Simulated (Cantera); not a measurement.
Input (Python, Cantera) and output of one run.

```python
import numpy as np
import cantera as ct

gas_names = """
    N NO NO2 NO3 N2 N2O O O2 O3 Pb PbO Pb2
""".split()
cond_names = """
    Pb(cr) Pb(L) PbO(rd) PbO(yw) PbO(L) PbO2(s) Pb3O4(s)
""".split()


# ... load() reads the species with a 1 bar reference pressure and builds the phases ...
atoms = {
    'PbO': {'Pb': 1, 'O': 1},
    'O2': {'O': 2},
    'N2': {'N': 2},
}
top_T = {'Pb3O4(s)': 820}  # K; cautious upper limits of use, not melting points


# ... equilibrate(T, P, feed) seeds the gas with the atoms and calls Mixture.equilibrate('TP', solver="vcs", rtol=1e-11, max_steps=5000) ...
results = []
feed = {'PbO': 1, 'O2': 0.32, 'N2': 19}  # mol
T = 598.15  # K
P = 10000  # Pa
mix = equilibrate(T, P, feed)
results.append((T, P, feed, dict(zip(mix.species_names, mix.species_moles))))
x = sorted(zip(gas.X, gas.species_names), reverse=True)
print(f"T = {T:g} K  P = {P:g} Pa  gas = {mix.phase_moles(0):.4g} mol")
print("   x: " + "  ".join(f"{s} {v:.3e}" for v, s in x if v > 0.0001))
print("   condensed (mol): " + ("  ".join(f"{mix.phase(i).name} {mix.phase_moles(i):.4g}"
      for i in range(1, mix.n_phases) if mix.phase_moles(i) > 1e-12) or "none"))
```

Output:

```
T = 598.15 K  P = 10000 Pa  gas = 19.32 mol
   x: N2 9.834e-01  O2 1.656e-02
   condensed (mol): PbO(rd) 1
```

Cantera equilibrium calculation (NASA polynomials, part measured and part estimated; ideal gas, pure solids and liquids).
